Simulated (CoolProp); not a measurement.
Vapour-liquid equilibrium of n-hexane (1) + p-xylene (2) at 334.5 K; x and y are mole fractions of (1).

Values from CoolProp's multi-fluid Helmholtz-energy mixture model, Thol 2019 and Zhou 2012; pair parameters Bell 2016.

```json
[
 {"x": "0.05", "bubble pressure (bar)": "0.1215", "y at the bubble point": "0.427", "dew pressure at overall composition x (bar)": "0.07643", "liquid density (mol/L)": "7.746"},
 {"x": "0.15", "bubble pressure (bar)": "0.2112", "y at the bubble point": "0.701", "dew pressure at overall composition x (bar)": "0.08477", "liquid density (mol/L)": "7.697"},
 {"x": "0.25", "bubble pressure (bar)": "0.2925", "y at the bubble point": "0.806", "dew pressure at overall composition x (bar)": "0.09515", "liquid density (mol/L)": "7.647"},
 {"x": "0.35", "bubble pressure (bar)": "0.3669", "y at the bubble point": "0.862", "dew pressure at overall composition x (bar)": "0.1084", "liquid density (mol/L)": "7.595"},
 {"x": "0.45", "bubble pressure (bar)": "0.4364", "y at the bubble point": "0.899", "dew pressure at overall composition x (bar)": "0.1259", "liquid density (mol/L)": "7.541"},
 {"x": "0.55", "bubble pressure (bar)": "0.5025", "y at the bubble point": "0.925", "dew pressure at overall composition x (bar)": "0.1502", "liquid density (mol/L)": "7.484"},
 {"x": "0.65", "bubble pressure (bar)": "0.5667", "y at the bubble point": "0.946", "dew pressure at overall composition x (bar)": "0.1858", "liquid density (mol/L)": "7.426"},
 {"x": "0.75", "bubble pressure (bar)": "0.6307", "y at the bubble point": "0.963", "dew pressure at overall composition x (bar)": "0.2429", "liquid density (mol/L)": "7.365"},
 {"x": "0.85", "bubble pressure (bar)": "0.6958", "y at the bubble point": "0.979", "dew pressure at overall composition x (bar)": "0.3480", "liquid density (mol/L)": "7.301"},
 {"x": "0.95", "bubble pressure (bar)": "0.7637", "y at the bubble point": "0.993", "dew pressure at overall composition x (bar)": "0.5813", "liquid density (mol/L)": "7.236"}
]
```

No azeotrope shows between x = 0.05 and 0.95.

The pair parameters rest on a limited set of measurements; away from them the model extrapolates.
